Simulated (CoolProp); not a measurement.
R404A at 392.66 K and 2.1 MPa is throttled through a valve to 0.157 MPa with no heat exchange. Each further row changes one setting.

The numbers come from the reference Helmholtz-energy equation of state, Lemmon 2003 in CoolProp. It is a pseudo-pure fit of the blend.

```tsv
case	temperature change (K)	final density (kg/m³)
as stated	-15.7	[?]
outlet pressure 0.0471 MPa	-16.6	1.48
outlet pressure 0.204 MPa	[?]	[?]
```

**Question.** Fill in the missing entries.

**Answer.** 
- as stated, final density (kg/m³): 4.94
- outlet pressure 0.204 MPa, temperature change (K): -15.3
- outlet pressure 0.204 MPa, final density (kg/m³): 6.44
